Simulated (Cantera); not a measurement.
Input: 1 mol S, 1.3 mol H2, 3.4 mol N2, 0.11 mol H2O, equilibrated at 2175 K and 0.240 bar.

Method: chemical equilibrium by Gibbs-energy minimisation in Cantera with the NASA 1993 tables (ideal gas, pure condensed phases). Candidate condensed phases: H2O, H2SO4, S; 35 gas species. The numbers say what is thermodynamically allowed, not how fast it happens.

Base state: N2 0.640, H2 0.227, S2 0.0776, H2O 0.0180, SH 0.0135, H2S 0.0118, S 0.00519, H 0.00474 (mole fractions); condensed: gas only.

Question: What changes in the equilibrium state with this change: S replaced by CS2?

Answer: 
| species | before | after |
|---|---|---|
| N2 | 0.640 | 0.555 |
| H2 | 0.227 | 0.213 |
| CS2 | 0 | 0.0809 |
| CS | 0 | 0.0597 |
| CO | 0 | 0.0180 |
| H2O | 0.0180 | 1.18e-7 |
| S2 | 0.0776 | 0.0422 |
| H2S | 0.0118 | 0.00817 |
| SH | 0.0135 | 0.00969 |
| HCN | 0 | 0.00459 |
| HNC | 0 | 0.000349 |
| SO2 | 0.000255 | <1e-9 |
| SO | 0.00211 | 1.09e-8 |
Further candidate phases: C, C6H6, C7H8, C8H18.
